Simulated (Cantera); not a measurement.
# Adiabatic ignition

An adiabatic, constant-pressure homogeneous reactor starts with 19.5 % CH₄, 16.9 % O₂, 63.6 % N₂, equivalence ratio 2.3, at 1600 K and 405 Torr.

Computed with Cantera and GRI-Mech 3.0 (53 species, 325 reactions).

```
t (s)     T (K)     x CH₄     x O₂    x C₂H₂      x NO     x C₂H
--------  -----  --------  -------  --------  --------  --------
2.00e-6    1600     0.195    0.169    <1e-12    <1e-12    <1e-12
4.55e-6    1600     0.195    0.169    <1e-12    <1e-12    <1e-12
1.04e-5    1600     0.195    0.169    <1e-12    <1e-12    <1e-12
2.36e-5    1600     0.195    0.169  1.29e-12    <1e-12    <1e-12
5.37e-5    1600     0.194    0.169  5.04e-11    <1e-12    <1e-12
0.000122   1600     0.194    0.169   2.25e-9    <1e-12    <1e-12
0.000278   1601     0.193    0.169   1.20e-7  1.29e-12    <1e-12
0.000632   1617     0.186    0.165   9.17e-6  1.55e-11  3.17e-11
0.00144    2463  0.000659  3.58e-6   0.00295  0.000120   6.68e-6
0.00328    2439   3.21e-8  5.31e-6   9.52e-8  0.000363  2.63e-10
0.00746    2426  1.84e-11  7.71e-6    <1e-12  0.000296    <1e-12
0.0170     2426  1.66e-11  7.98e-6    <1e-12  0.000194    <1e-12
0.0386     2427  1.61e-11  8.02e-6    <1e-12  0.000126    <1e-12
0.0879     2427  1.59e-11  8.04e-6    <1e-12  0.000103    <1e-12
0.200      2427  1.59e-11  8.04e-6    <1e-12  0.000101    <1e-12
```
x: mole fraction; the columns are a selection and need not sum to one.

```json
{
  "time_of_steepest_temperature_rise": "1.02 ms",
  "temperature at 0.200 s": "2427 K",
  "equilibrium_temperature": "2427 K",
  "x(CH₄) at 0.200 s": "1.59e-11 (gas-phase equilibrium 1.78e-11)",
  "x(O₂) at 0.200 s": "8.04e-6 (gas-phase equilibrium 8.04e-6)",
  "x(C₂H₂) at 0.200 s": "<1e-12 (gas-phase equilibrium <1e-12)"
}
```
